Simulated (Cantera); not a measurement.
Feed: 1 mol SiH₂Cl₂, 4.2 mol O₃, equilibrated at 0.240 bar.

Equilibrium computed with Cantera from the NASA thermochemical tables; the gas is ideal and each condensed phase is pure. Candidate condensed phases: H₂O, Si, SiO₂; 30 gas species. The numbers say what is thermodynamically allowed, not how fast it happens. All values below are at 798 K.

Base state: O₂ 0.713, HCl 0.101, H₂O 0.0928, Cl₂ 0.0928 (mole fractions); condensed: SiO₂(α-quartz).

Q: What changes in the equilibrium state with this change: O₃ from 4.2 to 1 mol?

A: 
| species | before | after |
|---|---|---|
| HCl | 0.101 | 0.419 |
| H₂O | 0.0928 | 0.238 |
| Cl₂ | 0.0928 | 0.238 |
| O₂ | 0.713 | 0.105 |
| SiO₂(α-quartz), mol | 1.00 | 1.00 |

Q: What changes in the equilibrium state with this change: 0.93 mol NH₃ added?

A: 
```tsv
species	before	after
O₂	0.713	0.531
H₂O	0.0928	0.225
HCl	0.101	0.131
N₂	0	0.0565
Cl₂	0.0928	0.0557
SiO₂(α-quartz), mol	1.00	1.00
```
Further candidate phases: NH₄Cl, Si₂N₂O, Si₃N₄.
